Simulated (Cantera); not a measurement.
Feed: 1 mol Si, 0.58 mol Cl₂, 7.8 mol H₂, at 750 Torr.

These are equilibrium values from Cantera (NASA tables, ideal gas, pure condensed phases), not measurements of a reactor. Candidate condensed phases: Si; 19 gas species. The tables' values for SiCl₃ are old estimates; treat these amounts as uncertain. Rates play no part.

Problem. At 877 °C, list the 5 most abundant gas species with their mole fractions, and the condensed phases.

Solution. H₂ 0.942, HCl 0.0227, SiCl₄ 0.0170, SiHCl₃ 0.0143, SiH₂Cl₂ 0.00151. Condensed: Si(s).
